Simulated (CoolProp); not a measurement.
CH3F (R41) at several states: density (kg/m³) from the reference equation and from simpler models built on Tc = 317.3 K, pc = 5906 kPa, ω = 0.200; each cubic takes its own stable root.

Computed with CoolProp (reference Helmholtz-energy equation of state, Lemmon 2006). It is a short technical equation, of lower accuracy than the large ones.

```tsv
T (K)	p (kPa)	phase	reference	van der Waals	Redlich-Kwong	Soave-Redlich-Kwong	Peng-Robinson
262.6	2270	liquid	716.5	45.61	533.1	554.9	629.4
423.4	3030	gas	31.70	31.73	31.63	31.19	31.63
220.9	953	liquid	825.0	20.22	634.2	653.2	739.4
```

At some of these states van der Waals gives the other phase, because its saturation line lies elsewhere.
